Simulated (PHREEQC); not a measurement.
# Polishing slurry liquid: an equilibrium model

Dissolve 0.41 mol HNO3 and 0.002 mol KNO3 per kg of water at 69 °C. Closed to the air; pH follows from the charge balance.

All values are PHREEQC results (ion-association model, phreeqc.dat), not measurements.

Precipitation was switched off in this run.

**Question.** What pH, activity of water does the model give?

**Answer.** pH 0.51; activity of water 0.986.

Species that the database lacks are ignored. Constants without temperature data keep their 25 °C values here.
